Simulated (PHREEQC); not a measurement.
Consider water at 50 °C with 0.00098 mol/kgw HF, 0.26 mol/kgw Na2CO3 and 0.00012 mol/kgw KCl. Closed to the air; pH follows from the charge balance.

Equilibrium calculation in PHREEQC: ion-association model, phreeqc.dat.

Precipitation was switched off in this run.

**Question.** Estimate the pH, activity of water, density.

**Answer.** pH 10.70; activity of water 0.990; density 1.015 g/cm³.

**Question.** In which forms is C present?

**Answer.** NaCO3- 80 %, CO3-2 18 %, HCO3- 1.9 % of the C.

Species that the database lacks are ignored. Constants without temperature data keep their 25 °C values here.
